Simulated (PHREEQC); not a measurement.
A solution holds 6.5 mmol/kgw HNO3, 41 mmol/kgw CaCl2 and 120 mmol/kgw MnSO4, at 25 °C. Closed to the air; pH follows from the charge balance.

All values are PHREEQC results (ion-association model, wateq4f.dat), not measurements.

No solid was allowed to form.

### Question
Predict the pH.

### Answer
pH 2.71.

### Question
In which forms is Ca present?

### Answer
Ca+2 59 %, CaSO4 40 %, CaHSO4+ 0.7 % of the Ca.

Saturation is exceeded, for instance for Gypsum; the values hold only as long as no solid forms. Complexes and solids missing from the database can't appear.
